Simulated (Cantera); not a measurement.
Standard-state values (1 bar) from the NASA 1993 polynomials, evaluated with Cantera. Values are per mole of reaction as written; species without (g) are pure solids or liquids, kept so even where they would boil at 1 bar.

Task: Between 300 and 2148 K, where is each reaction favourable under standard conditions?
- Cu2O + 4 F(g) = O(g) + 2 CuF2

Result: 
- Cu2O + 4 F(g) = O(g) + 2 CuF2: ΔG° is -852 kJ at 300 K and -224 kJ at 2148 K; it stays negative (K > 1). ΔH° is -866 kJ and ΔS° -299 J/K at 2148 K.
